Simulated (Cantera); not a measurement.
Feed: 1 mol TiO2, 27 mol Cl2, 6.7 mol O2, at 520 Pa.

These are equilibrium values from Cantera (NASA tables, ideal gas, pure condensed phases), not measurements of a reactor. Candidate condensed phases: Ti, TiCl2, TiCl3, TiCl4, TiO, TiO2, Ti2O3, Ti3O5, Ti4O7; 15 gas species. Condensed phases not in the tables: TiOCl. Rates play no part.

x: gas mole fraction; n: condensed amount in mol.

```csv
T (°C),x Cl,x Cl2,x O2,x TiCl4,x O,x ClO,n TiO2(rutile)
402,3.75e-6,0.801,0.199,5.57e-11,<1e-12,[?],1.00
502,6.38e-5,0.801,0.199,3.47e-9,<1e-12,[?],1.00
602,0.000572,0.801,0.199,8.27e-8,1.27e-11,[?],1.000
702,0.00328,0.798,0.198,1.01e-6,4.46e-10,[?],1.000
802,0.0136,0.789,0.197,7.61e-6,8.08e-9,[?],1.000
902,0.0438,0.762,0.194,3.87e-5,8.93e-8,[?],0.999
1002,0.114,0.698,0.188,0.000138,6.71e-7,[?],0.995
1102,0.246,0.578,0.175,0.000338,3.69e-6,[?],0.987
1202,0.436,0.407,0.156,0.000527,1.57e-5,[?],0.977
1302,0.631,0.232,0.136,0.000477,5.48e-5,0.000377,0.976
1402,0.768,0.109,0.122,0.000256,0.000166,0.000390,0.984
1502,0.837,0.0464,0.115,9.91e-5,0.000451,0.000373,0.989
```

**Question.** Some entries are withheld; supply them.

**Answer.** 
- 402, x ClO: 2.69e-8
- 502, x ClO: 2.77e-7
- 602, x ClO: 1.68e-6
- 702, x ClO: 7.03e-6
- 802, x ClO: 2.24e-5
- 902, x ClO: 5.76e-5
- 1002, x ClO: 0.000123
- 1102, x ClO: 0.000217
- 1202, x ClO: 0.000315
